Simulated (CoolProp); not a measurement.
A single-stage vapour-compression cycle with R236FA: evaporating at 248.15 K (dew point), condensing at 271.15 K (bubble point), superheat 0 K, subcooling 5 K, compressor efficiency 0.6, no pressure losses. Each further row changes one setting.

Values from CoolProp's reference Helmholtz-energy equation of state, Pan 2012.

| case | cooling COP | pressure ratio | discharge temperature (K) | refrigerating effect (kJ/kg) | volumetric capacity (kJ/m³) |
|---|---|---|---|---|---|
| as stated | [?] | 2.92 | 281.6 | 150 | 383 |
| evaporating temperature 253.15 K | [?] | 2.27 | [?] | 153 | [?] |
| condensing temperature 266.15 K | 7.99 | 2.36 | 274.9 | 156 | 398 |
| subcooling 10 K | 6.36 | 2.92 | 281.6 | 156 | 398 |
| superheat 10 K | [?] | 2.92 | 292.1 | [?] | [?] |
| compressor efficiency 0.5 | [?] | 2.92 | 287.6 | 150 | 383 |

Q: What belongs in the gaps?

A: 
- as stated, cooling COP: 6.12
- evaporating temperature 253.15 K, cooling COP: 8.14
- evaporating temperature 253.15 K, discharge temperature (K): 279.0
- evaporating temperature 253.15 K, volumetric capacity (kJ/m³): 497
- superheat 10 K, cooling COP: 6.16
- superheat 10 K, refrigerating effect (kJ/kg): 157
- superheat 10 K, volumetric capacity (kJ/m³): 385
- compressor efficiency 0.5, cooling COP: 5.10
